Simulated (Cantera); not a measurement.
An adiabatic, constant-pressure homogeneous reactor starts with H2 : O2 : N2 = 1 : 0.68 : 3.69 (molar parts), at 1123 K and 5.80 bar.

Model: the H2/O2 subset of GRI-Mech 3.0, which has no nitrogen chemistry, integrated in Cantera. The hydrogen kinetics of GRI-Mech 3.0 are dated; newer H2 mechanisms differ, most at raised pressure.

x: mole fraction; the columns are a selection and need not sum to one.

```csv
t (s),T (K),x H2,x O2,x H2O2,x OH,x H2O
2.00e-6,1123,0.186,0.127,2.46e-11,1.62e-10,3.68e-9
4.43e-6,1123,0.186,0.127,1.68e-10,2.75e-10,1.55e-8
9.80e-6,1123,0.186,0.127,?,3.84e-10,5.49e-8
2.17e-5,1123,0.186,0.127,?,5.10e-10,1.70e-7
4.80e-5,1123,0.186,0.127,?,8.99e-10,5.62e-7
0.000106,1123,0.186,0.127,?,3.17e-9,2.84e-6
0.000235,1123,0.186,0.127,?,6.91e-8,5.85e-5
0.000521,2410,0.00167,0.0358,5.25e-7,0.00634,0.200
0.00115,2410,0.00167,0.0358,5.25e-7,0.00634,0.200
0.00255,2410,0.00167,0.0358,5.25e-7,0.00634,0.200
0.00565,2410,0.00167,0.0358,5.25e-7,0.00634,0.200
0.0125,2410,0.00167,0.0358,5.25e-7,0.00634,0.200
0.0277,2410,0.00167,0.0358,5.25e-7,0.00634,0.200
0.0612,2410,0.00167,0.0358,5.25e-7,0.00634,0.200
0.136,2410,0.00167,0.0358,5.25e-7,0.00634,0.200
0.300,2410,0.00167,0.0358,5.25e-7,0.00634,0.200
```

Q: Some entries are withheld; supply them.

A: 
- 9.80e-6, x H2O2: 1.14e-9
- 2.17e-5, x H2O2: 7.24e-9
- 4.80e-5, x H2O2: 4.44e-8
- 0.000106, x H2O2: 3.36e-7
- 0.000235, x H2O2: 9.90e-6
